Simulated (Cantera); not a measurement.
## Adiabatic ignition

An adiabatic, constant-pressure homogeneous reactor starts with 7.55 % CH₄, 1.21 % H₂, 8.23 % O₂, 83.0 % N₂, equivalence ratio 1.9, at 1600 K and 1.10 bar.

Computed with Cantera and GRI-Mech 3.0 (53 species, 325 reactions).

```json
[
 {"t (s)": "3.00e-6", "T (K)": "1600", "x CH₄": "0.0755", "x H₂": "0.0121", "x O₂": "0.0823", "x NO": "<1e-12", "x CH₂O": "8.10e-9"},
 {"t (s)": "7.00e-6", "T (K)": "1600", "x CH₄": "0.0755", "x H₂": "0.0121", "x O₂": "0.0823", "x NO": "<1e-12", "x CH₂O": "5.17e-8"},
 {"t (s)": "1.63e-5", "T (K)": "1600", "x CH₄": "0.0755", "x H₂": "0.0121", "x O₂": "0.0823", "x NO": "<1e-12", "x CH₂O": "3.28e-7"},
 {"t (s)": "3.82e-5", "T (K)": "1600", "x CH₄": "0.0754", "x H₂": "0.0121", "x O₂": "0.0823", "x NO": "<1e-12", "x CH₂O": "2.26e-6"},
 {"t (s)": "8.91e-5", "T (K)": "1600", "x CH₄": "0.0754", "x H₂": "0.0121", "x O₂": "0.0822", "x NO": "<1e-12", "x CH₂O": "1.78e-5"},
 {"t (s)": "0.000208", "T (K)": "1601", "x CH₄": "0.0747", "x H₂": "0.0121", "x O₂": "0.0819", "x NO": "6.48e-12", "x CH₂O": "0.000152"},
 {"t (s)": "0.000486", "T (K)": "1625", "x CH₄": "0.0677", "x H₂": "0.0141", "x O₂": "0.0779", "x NO": "2.01e-10", "x CH₂O": "0.00101"},
 {"t (s)": "0.00113", "T (K)": "2213", "x CH₄": "0.000263", "x H₂": "0.0749", "x O₂": "1.19e-6", "x NO": "5.34e-5", "x CH₂O": "2.14e-6"},
 {"t (s)": "0.00265", "T (K)": "2212", "x CH₄": "7.83e-5", "x H₂": "0.0782", "x O₂": "7.86e-7", "x NO": "9.93e-5", "x CH₂O": "4.62e-7"},
 {"t (s)": "0.00618", "T (K)": "2210", "x CH₄": "1.02e-6", "x H₂": "0.0790", "x O₂": "9.03e-7", "x NO": "0.000153", "x CH₂O": "8.58e-9"},
 {"t (s)": "0.0144", "T (K)": "2209", "x CH₄": "2.84e-11", "x H₂": "0.0790", "x O₂": "1.11e-6", "x NO": "0.000150", "x CH₂O": "2.10e-9"},
 {"t (s)": "0.0337", "T (K)": "2209", "x CH₄": "7.07e-12", "x H₂": "0.0790", "x O₂": "1.14e-6", "x NO": "0.000105", "x CH₂O": "2.10e-9"},
 {"t (s)": "0.0786", "T (K)": "2210", "x CH₄": "6.41e-12", "x H₂": "0.0789", "x O₂": "1.14e-6", "x NO": "6.28e-5", "x CH₂O": "2.10e-9"},
 {"t (s)": "0.183", "T (K)": "2210", "x CH₄": "6.15e-12", "x H₂": "0.0789", "x O₂": "1.15e-6", "x NO": "3.82e-5", "x CH₂O": "2.10e-9"},
 {"t (s)": "0.428", "T (K)": "2210", "x CH₄": "6.09e-12", "x H₂": "0.0789", "x O₂": "1.15e-6", "x NO": "3.06e-5", "x CH₂O": "2.10e-9"},
 {"t (s)": "1.00", "T (K)": "2210", "x CH₄": "6.09e-12", "x H₂": "0.0789", "x O₂": "1.15e-6", "x NO": "3.01e-5", "x CH₂O": "2.10e-9"}
]
```
x: mole fraction; the columns are a selection and need not sum to one.

| Property | Result |
|---|---|
| time of steepest temperature rise | 0.760 ms |
| temperature at 1.00 s | 2210 K |
| equilibrium temperature | 2210 K |
| x(CH₄) at 1.00 s | 6.09e-12 (gas-phase equilibrium 6.89e-12) |
| x(H₂) at 1.00 s | 0.0789 (gas-phase equilibrium 0.0789) |
| x(O₂) at 1.00 s | 1.15e-6 (gas-phase equilibrium 1.15e-6) |
